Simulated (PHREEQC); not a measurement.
Make-up at 25 °C: 17 mmol/kgw NaBF4. Closed to the air; pH follows from the charge balance.

Model: ion-association model, phreeqc.dat, run in PHREEQC.

No solid was allowed to form.

### Question
Estimate the pH, ionic strength.

### Answer
pH 2.90; ionic strength 0.0184 mol/kgw.

### Question
In which forms is F present?

### Answer
BF4- 83 %, HF 6.3 %, BF3OH- 5.4 %, F- 3.8 %, BF2(OH)2- 1.1 % of the F.

Real BF4- forms and hydrolyses slowly; the run takes it at equilibrium.
